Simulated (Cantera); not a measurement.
Equilibrium for boron, boron nitride and boron oxide: BF3 + O2 + N2 + H2

Charge: 1 mol BF3, 0.21 mol O2, a varied amount of N2, 170 mol H2, at 1050 K and 6100 Pa.

These are equilibrium values from Cantera (NASA tables, ideal gas, pure condensed phases), not measurements of a reactor. Candidate condensed phases: B, BN, B2O3, B3O3H3, H2O; 62 gas species. N2 is the only nitrogen source here; it is nearly inert below about 1500 K, so the nitride shown seldom forms there in practice. Mutual solubility and eutectic melting of coexisting phases are not modelled. The numbers say what is thermodynamically allowed, not how fast it happens.

From 0.29 mol N2 to 1.2 mol N2 the condensed part is B2O3(l). From 1.8 mol N2 to 2.5 mol N2 the condensed part is BN(s) + B2O3(l). From 3.6 mol N2 to 5.1 mol N2 the condensed part is BN(s). The main B-bearing gas is BF3 throughout.

```csv
n(N2) (mol),log p H2,log p N2,log p BF3,log p HF,log p H2O,n B2O3(l),n BN(s)
0.29,-1.22,-3.99,-3.60,-3.68,-4.35,0.00874,0
0.42,-1.22,-3.83,-3.60,-3.68,-4.35,0.00874,0
0.6,-1.22,-3.67,-3.60,-3.68,-4.35,0.00875,0
0.86,-1.22,-3.52,-3.60,-3.68,-4.36,0.00875,0
1.2,-1.22,-3.37,-3.60,-3.68,-4.36,0.00876,0
1.8,-1.22,-3.20,-3.61,-3.66,-4.31,0.00505,0.0195
2.5,-1.23,-3.06,-3.61,-3.64,-4.27,0.000853,0.0406
3.6,-1.23,-2.90,-3.62,-3.62,-4.22,0,0.0645
5.1,-1.23,-2.76,-3.63,-3.60,-4.19,0,0.0884
```
log p: log10 of the partial pressure in bar; n: condensed amount in mol.
